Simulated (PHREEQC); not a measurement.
1 kg of water holding 0.03 mol/kgw Na2SO4, 0.057 mol/kgw Na2B4O7, 0.0064 mol/kgw NaCl and 0.043 mol/kgw Na2CO3 is evaporated at 25 °C; the solids stay in contact with the brine. No CO2 enters from the air. Solids allowed: Burkeite, Halite, Mirabilite, Nahcolite, Natron, Thenardite, Trona, Borax, Boric_acid,s, NaBO2:4H2O, NaB5O8:5H2O, Teepleite. Others were left out.

Equilibrium calculation in PHREEQC: Pitzer model, pitzer.dat.

Question: Predict ionic strength at water left (kg) = 0.4567, 0.1681, 0.09141.

Answer: 
```
water left (kg)  ionic strength
---------------  --------------
0.4567                    0.707
0.1681                     1.48
0.09141                    2.59
```

Species that the database lacks are ignored.
